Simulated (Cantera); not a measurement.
An adiabatic, constant-pressure homogeneous reactor starts with CH4 : H2 : O2 : N2 = 1 : 0.49 : 0.935 : 3.52 (molar parts), at 1048 K and 4.10 bar. Integrator tolerance rtol = 1e-08.

Model: GRI-Mech 3.0 (53 species, 325 reactions), integrated in Cantera.

Question: What does this change do: pressure from 4.10 bar to 26.0 bar?

Answer: 
```tsv
quantity	before	after
time of steepest temperature rise	5.47 ms	2.03 ms
temperature at 2.00 s	2005 K	2007 K
equilibrium temperature	2005 K	2007 K
x(CH4) at 2.00 s	1.17e-8 (gas-phase equilibrium 1.34e-8)	4.89e-7 (gas-phase equilibrium 5.34e-7)
x(H2) at 2.00 s	0.244 (gas-phase equilibrium 0.244)	0.244 (gas-phase equilibrium 0.244)
x(O2) at 2.00 s	4.64e-9 (gas-phase equilibrium 4.64e-9)	7.49e-10 (gas-phase equilibrium 7.50e-10)
x(C2H6) at 2.00 s	<1e-12 (gas-phase equilibrium <1e-12)	<1e-12 (gas-phase equilibrium <1e-12)
x(CH2O) at 2.00 s	5.27e-8 (gas-phase equilibrium 5.27e-8)	3.35e-7 (gas-phase equilibrium 3.34e-7)
```
The pressure lies above the range GRI-Mech 3.0 was tuned for (to about 10 atm).

Question: What does this change do: initial temperature 1048 to 1675 K?

Answer: 
```
quantity                                                            before                                      after
---------------------------------  ---------------------------------------  -----------------------------------------
time of steepest temperature rise                                  5.47 ms                                    45.0 µs
temperature at 2.00 s                                               2005 K                                     2551 K
equilibrium temperature                                             2005 K                                     2551 K
x(CH4) at 2.00 s                   1.17e-8 (gas-phase equilibrium 1.34e-8)  6.77e-10 (gas-phase equilibrium 7.65e-10)
x(H2) at 2.00 s                        0.244 (gas-phase equilibrium 0.244)        0.237 (gas-phase equilibrium 0.237)
x(O2) at 2.00 s                    4.64e-9 (gas-phase equilibrium 4.64e-9)    3.22e-6 (gas-phase equilibrium 3.22e-6)
x(C2H6) at 2.00 s                    <1e-12 (gas-phase equilibrium <1e-12)      <1e-12 (gas-phase equilibrium <1e-12)
x(CH2O) at 2.00 s                  5.27e-8 (gas-phase equilibrium 5.27e-8)    5.14e-8 (gas-phase equilibrium 5.14e-8)
```
